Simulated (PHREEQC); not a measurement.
Dissolve 160 mmol/kgw H2SO4 and 29 mmol/kgw K2SO4 at 92 °C. Closed to the air; pH follows from the charge balance.

Equilibrium calculation in PHREEQC: ion-association model, wateq4f.dat.

This is a speciation only: nothing precipitates in the calculation.

Task: Order these S species by the share of S that they hold, largest first: SO4-2, HSO4-, KSO4-.

Result: HSO4- (95 %), SO4-2 (4.4 %), KSO4- (1.0 %)

The pH is 0.96 and the ionic strength 0.205 mol/kgw. Constants without temperature data keep their 25 °C values here.
